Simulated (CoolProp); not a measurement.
Model: reference Helmholtz-energy equation of state, Wu 2012, in CoolProp.

For fluoroethane (R161), give the phase and the cp (kJ/(kg K)) at 427.1 K and 0.467 MPa.


- 427.1 K and 0.467 MPa: gas; cp 1.65
